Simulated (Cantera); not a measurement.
Feed: 1 mol FeS₂, 3.3 mol SO₂, 0.16 mol O₂, held at 1923.15 K and 1330 Pa.

Equilibrium computed with Cantera from the NASA thermochemical tables; the gas is ideal and each condensed phase is pure. The tables' stoichiometric FeO is somewhat more stable than real wüstite, so its field is too wide. FeO: taken at fixed stoichiometry. Rates play no part.

```csv
species,before,after
SO₂,0.631,0.998
S₂,0.236,0.00166
S₂O,0.00425,0.000195
SO,0.119,1.44e-7
Fe,0.00213,<1e-9
S,0.00793,<1e-9
FeO,8.49e-5,<1e-9
O₂,1.10e-5,<1e-9
O,1.04e-5,<1e-9
"FeO(l), mol",0.991,0
"FeS₂(s), mol",0,0.935
"Fe₃O₄(s), mol",0,0.0215
```
Gas species are given as mole fractions.

**Question.** Name the change that produced these shifts.
(A) temperature from 1923.15 K to 1725 K
(B) temperature from 1923.15 K to 723.15 K
(C) pressure from 1330 Pa to 5000 Pa
(D) temperature from 1923.15 K to 1900 K

**Answer.** B, temperature from 1923.15 K to 723.15 K. Gases not in the tables: S₃ to S₇
